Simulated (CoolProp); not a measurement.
c-C4F8 (RC318) along the isobar 11.2 bar: density (kg/m³) from the reference equation and from simpler models built on Tc = 388.4 K, pc = 27.78 bar, ω = 0.355; each cubic takes its own stable root.

Computed with CoolProp (reference Helmholtz-energy equation of state, Platzer 1990). This equation is an older, rougher fit.

```csv
T (K),phase,reference
385.6,gas,82.64
397.7,gas,78.38
409.9,gas,74.67
422.1,gas,71.42
434.2,gas,68.54
446.4,gas,65.93
458.6,gas,63.57
470.8,gas,61.40
482.9,gas,59.43
495.1,gas,57.59
```

Question: How far does each simpler model (Soave-Redlich-Kwong, Peng-Robinson) lie from the reference over these 10 states: mean and median of the absolute difference, and the worst?

Answer: 
- Soave-Redlich-Kwong: mean 0.2 %, median 0.2 %, worst +0.3 % at 385.6 K and 11.2 bar
- Peng-Robinson: mean 1.4 %, median 1.4 %, worst +2.1 % at 385.6 K and 11.2 bar
